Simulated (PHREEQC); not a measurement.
1 kg of water holding 0.049 mol/kgw KCl, 0.011 mol/kgw K2CO3, 0.034 mol/kgw KHCO3 and 0.088 mol/kgw K2SO4 is evaporated at 25 °C; the solids stay in contact with the brine. No CO2 enters from the air. Only these solids could form: Arcanite, Kalicinite, Misenite, Sylvite.

The series has 28 steps of water left (kg), from 1 to 0.005013.

Computed with PHREEQC (Pitzer model, pitzer.dat).

### Question
Which solids form, in which order, and at which step of the series does each first stand?

### Answer
Arcanite from water left = 0.1711 kg (pH 9.19); Kalicinite from water left = 0.01627 kg (pH 9.18); Sylvite from water left = 0.01337 kg (pH 9.35).
